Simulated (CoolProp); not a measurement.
Properties of CH2F2 (R32) along the isobar 6.91 MPa.

Computed with CoolProp (reference Helmholtz-energy equation of state, Tillner-Roth 1997).

| T (K) | phase | conductivity (mW/(m K)) | fugacity coefficient |
|---|---|---|---|
| 258.1 | liquid | (withheld) | 0.07284 |
| 269.9 | liquid | 162 | 0.1055 |
| 281.7 | liquid | 153 | 0.1466 |
| 293.5 | liquid | 143 | 0.1966 |
| 305.3 | liquid | 134 | 0.2552 |
| 317.1 | liquid | (withheld) | 0.3220 |
| 328.9 | liquid | (withheld) | (withheld) |
| 340.7 | liquid | 102 | 0.4745 |
| 352.5 | supercritical | 88.9 | (withheld) |
| 364.3 | supercritical | 58.0 | 0.6236 |
| 376 | supercritical | 42.0 | 0.6679 |
| 387.8 | supercritical | (withheld) | 0.7039 |
| 399.6 | supercritical | 36.1 | (withheld) |
| 411.4 | supercritical | (withheld) | 0.7609 |
| 423.2 | supercritical | 35.8 | 0.7842 |
| 435 | supercritical | 36.4 | 0.8048 |

**Question.** Complete the blanks.

**Answer.** 
- 258.1, conductivity (mW/(m K)): 170
- 317.1, conductivity (mW/(m K)): 124
- 328.9, conductivity (mW/(m K)): 114
- 328.9, fugacity coefficient: 0.3957
- 352.5, fugacity coefficient: 0.5549
- 387.8, conductivity (mW/(m K)): 37.6
- 399.6, fugacity coefficient: 0.7344
- 411.4, conductivity (mW/(m K)): 35.6

Thermal conductivity comes from a separate model (Huber 2003), an estimate that may be off by 10 % or more.
